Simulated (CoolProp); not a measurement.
A single-stage vapour-compression cycle with the fluid: evaporating at 221.15 K (dew point), condensing at 284.15 K (bubble point), superheat 2 K, subcooling 8 K, compressor efficiency 0.85, no pressure losses. The same conditions are run with several fluids, on thermodynamics alone (safety and materials aside).

Values from CoolProp's reference Helmholtz-energy equation of state of each fluid (C3F8 (R218): Lemmon 2006; R22: Kamei 1995; sulfur dioxide: Gao 2016; R152A: Outcalt 1996; R404A: Lemmon 2003; R125: Lemmon 2005). Blends and air are pseudo-pure fits.

| fluid | cooling COP | pressure ratio | discharge temperature (K) | refrigerating effect (kJ/kg) | volumetric capacity (kJ/m³) |
|---|---|---|---|---|---|
| C3F8 (R218) | 1.99 | 12.1 | 284.2 | 56.4 | 284 |
| R22 | 2.42 | 12.1 | 348.8 | 180 | 500 |
| sulfur dioxide | 2.31 | 23.6 | 460.6 | 351 | 123 |
| R152A | 2.47 | 15.8 | 339.1 | 265 | 235 |
| R404A | 2.28 | 11.6 | 308.8 | 134 | 533 |
| R125 | 2.24 | 11.2 | 299.6 | 103 | 575 |

The compression ends wet for: C3F8 (R218).
